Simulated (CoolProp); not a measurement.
n-perfluorohexane at 293.15 K and 0.0079 MPa is compressed adiabatically to 0.0423 MPa with isentropic efficiency 0.75. Each further row changes one setting.

Values from CoolProp's reference Helmholtz-energy equation of state, Gao 2022.

| case | work (kJ/kg) | final temperature (K) | final density (kg/m³) |
|---|---|---|---|
| as stated | 16.3 | 313.7 | 5.65 |
| efficiency 1 | 12.2 | 308.9 | 5.75 |
| efficiency 0.65 | 18.8 | 316.7 | 5.59 |
